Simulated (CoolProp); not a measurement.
A simple Rankine cycle with water: condensing at 329.15 K, boiler at 7.87 MPa, turbine inlet 607.1 K, turbine efficiency 0.75, pump efficiency 0.6, no recuperator. Each further row changes one setting.

Computed with CoolProp (reference Helmholtz-energy equation of state, Wagner 2002).

```tsv
case	thermal efficiency (%)	net work (kJ/kg)	heat in (kJ/kg)	turbine exit temperature (K)	volume ratio over the turbine
as stated	26.5	712	2690	329.1	264
turbine inlet 627.1 K	26.7	735	2760	329.1	252
condensing temperature 321.15 K	27.3	744	2720	321.1	378
boiler pressure 5.51 MPa	25.5	707	2770	329.1	178
turbine efficiency 0.65	22.9	615	2690	329.1	277
```

The expansion ends wet for: as stated; turbine inlet 627.1 K; condensing temperature 321.15 K; boiler pressure 5.51 MPa; turbine efficiency 0.65.
